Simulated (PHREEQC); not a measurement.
Solution A (0.051 mol/kgw NaHSO4, 0.0035 mol/kgw NiSO4 and 0.00017 mol/kgw MnSO4) is mixed with solution B (0.0036 mol/kgw TMAH, 4.8e-05 mol/kgw K2SO4 and 4.5e-05 mol/kgw CO2) at 25 °C; shares are by mass of water, 1 kg in all. No oxygen is let in. CO2 from the air is kept out. Solids allowed: Rhodochrosite, Pyrochroite, Ni(OH)2, NiCO3, Ni4(OH)6SO4, Mirabilite, Morenosite, Nahcolite, Natron. Others were left out.

All values are PHREEQC results (ion-association model, wateq4f.dat), not measurements.

```csv
share of solution B,pH,CO3-2 (mol/kgw),CO2 (mol/kgw),Mn+2 (mol/kgw),Ni+2 (mol/kgw),SO4-2 (mol/kgw)
0,1.67,0,0,0.000104,0.00212,0.0258
0.1,1.71,0,4.50e-6,9.38e-5,0.00192,0.0240
0.2,1.75,0,9.00e-6,8.40e-5,0.00171,0.0221
0.3,1.80,0,1.35e-5,7.41e-5,0.00151,0.0202
0.4,1.86,0,1.80e-5,6.42e-5,0.00131,0.0181
0.5,1.93,0,2.25e-5,5.43e-5,0.00111,0.0160
0.6,2.02,0,2.70e-5,4.43e-5,0.000900,0.0136
0.7,2.15,0,3.15e-5,3.41e-5,0.000692,0.0111
0.8,2.35,0,3.60e-5,2.37e-5,0.000480,0.00826
0.9,2.89,0,4.05e-5,1.27e-5,0.000258,0.00491
1,11.52,4.27e-5,1.47e-11,0,0,4.80e-5
```

Complexes and solids missing from the database can't appear. (CH3)4N+ isn't in the database: it is added as a free cation with an ion size of 4 Å.
